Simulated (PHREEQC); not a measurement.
# Alkaline etch or developer: speciation

Consider water at 25 °C with 0.0054 mol/kgw CsOH, 0.00325 mol/kgw CO2 and 0.00091 mol/kgw Na2CO3. Closed to the air; pH follows from the charge balance.

The numbers come from PHREEQC with the ion-association model, wateq4f.dat.

The pH is 10.47, the ionic strength comes out as 0.00983 mol/kgw and the total alkalinity is 7.22 meq/kg.

| species | molality | activity | log γ |
|---|---|---|---|
| Cs+ | 0.00540 | 0.00487 | -0.045 |
| CO3-2 | 0.00267 | 0.00180 | -0.172 |
| Na+ | 0.00176 | 0.00159 | -0.044 |
| HCO3- | 0.00143 | 0.00129 | -0.043 |
| OH- | 0.000329 | 0.000297 | -0.045 |
| NaCO3- | 5.88e-5 | 5.33e-5 | -0.043 |
| NaHCO3 | 1.15e-6 | 1.16e-6 | 0.001 |
| CO2 | 9.79e-8 | 9.81e-8 | 0.001 |

This is a speciation only: nothing precipitates in the calculation.
